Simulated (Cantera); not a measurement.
# Equilibrium for abatement and gas-phase synthesis: H2O + SO2 + O2 + H2

Input: 1 mol H2O, 0.023 mol SO2, 9.8 mol O2, 4.6 mol H2, at 60.0 Pa.

Method: chemical equilibrium by Gibbs-energy minimisation in Cantera with the NASA 1993 tables (ideal gas, pure condensed phases). Candidate condensed phases: H2O, H2SO4, S; 19 gas species. The numbers say what is thermodynamically allowed, not how fast it happens.

```tsv
T (K)	log p O2	log p H2O	log p O	log p H	log p OH	log p H2	log p SO2	log p SO
1450	-3.47	-3.59	-7.43	-8.97	-6.30	-7.88	-5.98	-11.06
1550	-3.47	-3.59	-6.84	-8.15	-5.92	-7.30	-5.98	-10.36
1650	-3.47	-3.59	-6.32	-7.44	-5.59	-6.79	-5.98	-9.74
1750	-3.47	-3.60	-5.86	-6.80	-5.29	-6.34	-5.98	-9.20
1850	-3.47	-3.61	-5.45	-6.24	-5.04	-5.94	-5.98	-8.71
1950	-3.48	-3.62	-5.09	-5.73	-4.81	-5.59	-5.99	-8.28
2050	-3.50	-3.64	-4.76	-5.28	-4.61	-5.28	-6.00	-7.89
2150	-3.52	-3.69	-4.47	-4.88	-4.45	-5.01	-6.02	-7.54
2250	-3.56	-3.77	-4.21	-4.53	-4.32	-4.80	-6.06	-7.24
2350	-3.63	-3.90	-3.99	-4.23	-4.25	-4.65	-6.14	-6.98
2450	-3.73	-4.13	-3.81	-4.00	-4.24	-4.60	-6.26	-6.77
2550	-3.87	-4.47	-3.67	-3.83	-4.31	-4.66	-6.44	-6.64
```
log p: log10 of the partial pressure in bar; nothing condenses.

From 1450 K to 2550 K nothing is condensed.
